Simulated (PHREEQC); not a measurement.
Make-up at 25 °C: 0.0057 mol/kgw KH2PO4, 4.8e-05 mol/kgw K2HPO4 and 0.00044 mol/kgw H4SiO4. Closed to the air; pH follows from the charge balance.

The numbers come from PHREEQC with the ion-association model, phreeqc.dat.

Precipitation was switched off in this run.

Predict the pH, ionic strength, specific conductance.

pH 5.13; ionic strength 0.00586 mol/kgw; specific conductance 582 µS/cm.

In which forms is P present?

H2PO4- 99 %, HPO4-2 1.1 % of the P.

Examples of supersaturated solids here: Quartz (slow to form), Chalcedony (slow to form). Others may be too.
